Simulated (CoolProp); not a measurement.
Vapour-liquid equilibrium of n-heptane (1) + n-dodecane (2) at 48.2 kPa; x and y are mole fractions of (1).

Values from CoolProp's multi-fluid Helmholtz-energy mixture model, Span 2003 and Lemmon 2004; pair parameters Bell 2016.

```
x     bubble temperature (K)  y at the bubble point  dew temperature at overall composition x (K)  liquid density (mol/L)
----  ----------------------  ---------------------  --------------------------------------------  ----------------------
0.05                   441.2                  0.450                                         458.7                   3.801
0.15                   412.3                  0.810                                         455.0                   4.086
0.25                   393.9                  0.918                                         450.9                   4.338
0.35                   381.5                  0.958                                         446.3                   4.576
0.45                   372.6                  0.976                                         441.1                   4.813
0.55                   366.0                  0.986                                         435.2                   5.056
0.65                   360.8                  0.991                                         428.1                   5.310
0.75                   356.5                  0.995                                         419.2                   5.579
0.85                   352.9                  0.997                                         406.8                   5.868
0.95                   349.6                  0.999                                         384.5                   6.180
```

No azeotrope shows between x = 0.05 and 0.95.

The pair parameters rest on a limited set of measurements; away from them the model extrapolates. The gap from Raoult's law changes sign with composition, which may be real or a fault of the pair parameters; it wasn't checked against measurements.
